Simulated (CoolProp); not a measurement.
Model: reference Helmholtz-energy equation of state, Thol 2019, in CoolProp.

Problem. For tetradecamethylhexasiloxane (MD4M), give the phase and the Joule-Thomson coefficient (K/MPa), expansivity (1/kK), fugacity coefficient at 346.85 °C and 8.26 bar.

Solution. 
- 346.85 °C and 8.26 bar: liquid; Joule-Thomson coefficient 1.65, expansivity 4.87, fugacity coefficient 0.459
